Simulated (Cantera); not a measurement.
What does this Cantera script print?

```python
import numpy as np
import cantera as ct

gas_names = [...]  # 109 gases of nasa_gas.yaml made of C, Cl, H, Si
cond_names = """
    C(gr) C6H6(L) C7H8(L) C8H18(L),n-octa Si(cr) Si(L) SiC(b)
""".split()


# ... load() reads the species with a 1 bar reference pressure and builds the phases ...
atoms = {
    'SiCl4': {'Si': 1, 'CL': 4},
    'C2H2': {'C': 2, 'H': 2},
    'H2': {'H': 2},
    'HCl': {'H': 1, 'CL': 1},
}
top_T = {'C(gr)': 4500, 'SiC(b)': 3050}  # K; cautious upper limits of use, not melting points


# ... equilibrate(T, P, feed) seeds the gas with the atoms and calls Mixture.equilibrate('TP', solver="vcs", rtol=1e-11, max_steps=5000) ...
results = []
feed = {'SiCl4': 1, 'C2H2': 0.12, 'H2': 26, 'HCl': 3.5}  # mol
P = 950  # Pa
for T in [2023, 2073, 2123, 2173, 2223, 2273, 2323, 2373, 2423, 2473, 2523, 2573, 2623]:
    mix = equilibrate(T, P, feed)
    results.append((T, P, feed, dict(zip(mix.species_names, mix.species_moles))))

top = {s: max(r[3][s] / sum(r[3][g] for g in gas_names) for r in results) for s in gas_names}
cols = sorted((s for s in top if top[s] > 1e-06), key=lambda s: -top[s])[:8]
seen = [c for c in cond_names if any(r[3].get(c, 0) > 1e-12 for r in results)]
print("log10 of partial pressures in bar; condensed amounts in mol")
print(f"{'T/K':>10s}" + "".join(f"{s[:9]:>10s}" for s in cols + seen))
for T, P, feed, n in results:
    ng = sum(n[g] for g in gas_names)
    print(f"{T:10.4g}" + "".join(f"{np.log10(max(n[s] / ng * P / 1e5, 1e-99)):10.3f}" for s in cols)
          + "".join(f"{n.get(c, 0):10.4g}" for c in seen))
```

Result:

```
log10 of partial pressures in bar; condensed amounts in mol
       T/K        H2         H       HCL        CL     SiCL2        Si      SiCL C2H2,acet    SiC(b)
      2023    -2.136    -3.790    -2.751    -4.533    -3.685    -4.933    -5.190    -6.259    0.2348
      2073    -2.141    -3.650    -2.751    -4.392    -3.710    -4.694    -5.049    -5.964    0.2291
      2123    -2.146    -3.518    -2.751    -4.257    -3.747    -4.481    -4.928    -5.655    0.2168
      2173    -2.154    -3.394    -2.752    -4.128    -3.796    -4.292    -4.827    -5.334    0.1895
      2223    -2.164    -3.275    -2.755    -4.005    -3.855    -4.122    -4.742    -5.011     0.128
      2273    -2.176    -3.164    -2.762    -3.891    -3.918    -3.961    -4.665    -4.716         0
      2323    -2.190    -3.058    -2.765    -3.777    -4.036    -3.873    -4.653    -4.741         0
      2373    -2.206    -2.958    -2.774    -3.671    -4.173    -3.806    -4.663    -4.761         0
      2423    -2.225    -2.864    -2.788    -3.574    -4.330    -3.758    -4.692    -4.778         0
      2473    -2.247    -2.775    -2.808    -3.486    -4.504    -3.725    -4.739    -4.794         0
      2523    -2.272    -2.692    -2.835    -3.406    -4.692    -3.705    -4.801    -4.810         0
      2573    -2.302    -2.615    -2.868    -3.335    -4.893    -3.695    -4.875    -4.828         0
      2623    -2.336    -2.543    -2.908    -3.271    -5.104    -3.693    -4.958    -4.851         0
```

These are equilibrium values from Cantera (NASA tables, ideal gas, pure condensed phases), not measurements of a reactor. The tables' values for SiCl, SiCl3 are old estimates; treat these amounts as uncertain. Gases not in the tables: Si2H6 and higher silanes.
